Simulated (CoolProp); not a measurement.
Computed with CoolProp (reference Helmholtz-energy equation of state, Lemmon 2006). It is a short technical equation, of lower accuracy than the large ones.

### Question
For toluene, give the phase and the density (kg/m³), cv (kJ/(kg K)), expansivity (1/kK), conductivity (mW/(m K)) at 515.3 K and 18100 kPa; 515.3 K and 41300 kPa.

### Answer
- 515.3 K and 18100 kPa: liquid; density 677, cv 1.93, expansivity 1.52, conductivity 92.9
- 515.3 K and 41300 kPa: liquid; density 722, cv 1.93, expansivity 1.08, conductivity 104

Thermal conductivity comes from a separate model (Assael 2012).
